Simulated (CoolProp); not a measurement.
Vapour pressure (kPa) of toluene: the reference equation beside estimates from Tc = 318.6 °C, pc = 4126 kPa, ω = 0.266. Clausius-Clapeyron is anchored at 130.85 °C with a constant enthalpy of vaporisation of 31.97 kJ/mol.

The numbers come from the reference Helmholtz-energy equation of state, Lemmon 2006 in CoolProp. It is a short technical equation, of lower accuracy than the large ones.

```json
[
 {"T (°C)": "39.45", "reference": "7.695", "Lee-Kesler": "7.291", "Clausius-Clapeyron": "10.78", "Soave-Redlich-Kwong": "7.455"},
 {"T (°C)": "62.35", "reference": "20.34", "Lee-Kesler": "19.53", "Clausius-Clapeyron": "24.95", "Soave-Redlich-Kwong": "19.82"},
 {"T (°C)": "85.15", "reference": "46.29", "Lee-Kesler": "45.09", "Clausius-Clapeyron": "51.75", "Soave-Redlich-Kwong": "45.44"},
 {"T (°C)": "108.05", "reference": "94.20", "Lee-Kesler": "92.92", "Clausius-Clapeyron": "98.59", "Soave-Redlich-Kwong": "93.17"},
 {"T (°C)": "130.85", "reference": "174.2", "Lee-Kesler": "173.6", "Clausius-Clapeyron": "174.2", "Soave-Redlich-Kwong": "173.6"},
 {"T (°C)": "153.65", "reference": "298.9", "Lee-Kesler": "300.0", "Clausius-Clapeyron": "289.6", "Soave-Redlich-Kwong": "299.9"},
 {"T (°C)": "176.55", "reference": "483.3", "Lee-Kesler": "487.3", "Clausius-Clapeyron": "458.3", "Soave-Redlich-Kwong": "487.9"},
 {"T (°C)": "199.35", "reference": "741.5", "Lee-Kesler": "749.1", "Clausius-Clapeyron": "692.3", "Soave-Redlich-Kwong": "752.6"},
 {"T (°C)": "222.25", "reference": "1093", "Lee-Kesler": "1104", "Clausius-Clapeyron": "1008", "Soave-Redlich-Kwong": "1114"},
 {"T (°C)": "245.05", "reference": "1555", "Lee-Kesler": "1568", "Clausius-Clapeyron": "1419", "Soave-Redlich-Kwong": "1587"},
 {"T (°C)": "267.85", "reference": "2150", "Lee-Kesler": "2165", "Clausius-Clapeyron": "1940", "Soave-Redlich-Kwong": "2194"},
 {"T (°C)": "290.75", "reference": "2912", "Lee-Kesler": "2926", "Clausius-Clapeyron": "2589", "Soave-Redlich-Kwong": "2958"}
]
```

Absolute difference from the reference over all 12 rows, mean and median: Lee-Kesler 1.6 and 0.9 %, Clausius-Clapeyron 11.0 and 8.3 %, Soave-Redlich-Kwong 1.6 and 1.7 %.
